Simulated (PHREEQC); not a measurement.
Consider water at 38 °C with 95 mmol/kgw KCl and 140 mmol/kgw Na2SO4. Closed to the air; pH follows from the charge balance.

Model: ion-association model, phreeqc.dat, run in PHREEQC.

This is a speciation only: nothing precipitates in the calculation.

Task: Order these S species by the share of S that they hold, largest first: SO4-2, NaSO4-, KSO4-.

Result: SO4-2 (70 %), NaSO4- (21 %), KSO4- (9.8 %)

The ionic strength is 0.430 mol/kgw. At this temperature some constants are extrapolated from 25 °C, and those without enthalpy data are left unchanged.
